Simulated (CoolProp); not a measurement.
R245fa along the isotherm 440 K: fugacity coefficient from the reference equation and from simpler models built on Tc = 427.0 K, pc = 3651 kPa, ω = 0.378; each cubic takes its own stable root.

Model: reference Helmholtz-energy equation of state, Akasaka 2015, in CoolProp.

```tsv
p (kPa)	phase	reference
1830	gas	0.8538
3650	gas	0.7083
5480	supercritical	0.5498
7300	supercritical	0.4484
9130	supercritical	0.3870
11000	supercritical	0.3461
12800	supercritical	0.3187
14600	supercritical	0.2989
16400	supercritical	0.2843
18300	supercritical	0.2728
```

Task: How far does each simpler model (van der Waals, Redlich-Kwong, Soave-Redlich-Kwong) lie from the reference over these 10 states: mean and median of the absolute difference, and the worst?

Result: 
- van der Waals: mean 11.2 %, median 10.7 %, worst +24.3 % at 440 K and 18300 kPa
- Redlich-Kwong: mean 2.6 %, median 2.2 %, worst +5.5 % at 440 K and 18300 kPa
- Soave-Redlich-Kwong: mean 5.0 %, median 5.5 %, worst +9.5 % at 440 K and 18300 kPa
